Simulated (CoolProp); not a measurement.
Properties of p-xylene along the isotherm 620 K.

Values from CoolProp's reference Helmholtz-energy equation of state, Zhou 2012.

| p (MPa) | phase | Z | viscosity (µPa s) |
|---|---|---|---|
| 0.112 | gas | 0.9882 | 13.2 |
| 0.168 | gas | 0.9822 | 13.2 |
| 0.254 | gas | 0.9730 | 13.2 |
| 0.383 | gas | 0.9590 | 13.2 |
| 0.578 | gas | 0.9374 | 13.3 |
| 0.873 | gas | 0.9038 | 13.4 |
| 1.32 | gas | 0.8501 | 13.7 |
| 1.99 | gas | 0.7605 | 14.2 |
| 3 | gas | 0.5837 | 15.4 |
| 4.52 | supercritical | 0.2136 | 58.5 |
| 6.82 | supercritical | 0.2832 | 69.5 |
| 10.3 | supercritical | 0.3956 | 77.6 |
| 15.5 | supercritical | 0.5588 | 86.5 |
| 23.4 | supercritical | 0.7959 | 98.1 |
| 35.3 | supercritical | 1.136 | 114 |

Viscosity comes from a separate model (Balogun 2015).
